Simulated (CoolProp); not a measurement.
C3F8 (R218) at 324.31 K and 2.84 MPa flows at 3.1 m/s in a round tube of 4.6 mm bore and 45 µm roughness, fully developed (64/Re and Nu = 3.66 if laminar; Colebrook and Gnielinski if turbulent). Each further row changes one setting.

The numbers come from the reference Helmholtz-energy equation of state, Lemmon 2006 in CoolProp. It is a short technical equation, of lower accuracy than the large ones.

```csv
case,Reynolds number,Darcy friction factor,pressure drop (Pa/m),heat-transfer coefficient (W/(m² K)),mass flow (kg/h)
as stated,142000,…,…,9970,220
velocity 6.2 m/s,285000,0.0378,187000,…,439
diameter 9.2 mm,285000,0.0305,18900,8520,…
```

Problem. Some entries are withheld; supply them.

Solution. 
- as stated, Darcy friction factor: 0.0381
- as stated, pressure drop (Pa/m): 47100
- velocity 6.2 m/s, heat-transfer coefficient (W/(m² K)): 19900
- diameter 9.2 mm, mass flow (kg/h): 879

Viscosity comes from a separate model (Huber 2003), an estimate that may be off by 10 % or more. Thermal conductivity comes from a separate model (Huber 2003), an estimate that may be off by 10 % or more.
